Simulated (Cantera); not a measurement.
A closed system holds: 1 mol FeS, 1.8 mol SO3, 0.1 mol H2O, a varied amount of H2S, held at 900 °C and 1.00 bar.

Equilibrium computed with Cantera from the NASA thermochemical tables; the gas is ideal and each condensed phase is pure. Candidate condensed phases: Fe, FeO, Fe(OH)2, Fe(OH)3, FeS, FeSO4, FeS2, Fe2O3, Fe2(SO4)3, Fe3O4, H2O, H2SO4, S; 22 gas species. Mutual solubility and eutectic melting of coexisting phases are not modelled. FeS: taken at fixed stoichiometry. Gases not in the tables: S3 to S7. The numbers say what is thermodynamically allowed, not how fast it happens.

Which condensed phases are stable at each of these points (n(H2S) (mol)): 0.25, 0.4, 0.55, 0.7, 0.85, 1, 1.2?


| n(H2S) (mol) | condensed phases | Fe condensed (%) |
|---|---|---|
| 0.25 | FeS(s) + Fe3O4(s) | 100.0 |
| 0.4 | FeS(s) + Fe3O4(s) | 100.0 |
| 0.55 | FeS(s) + Fe3O4(s) | 100.0 |
| 0.7 | FeS(s) + Fe3O4(s) | 100.0 |
| 0.85 | FeS(s) | 100.0 |
| 1 | FeS(s) | 100.0 |
| 1.2 | FeS(s) | 100.0 |

From 0.25 mol H2S to 0.7 mol H2S the condensed part is FeS(s) + Fe3O4(s). From 0.85 mol H2S to 1.2 mol H2S the condensed part is FeS(s).
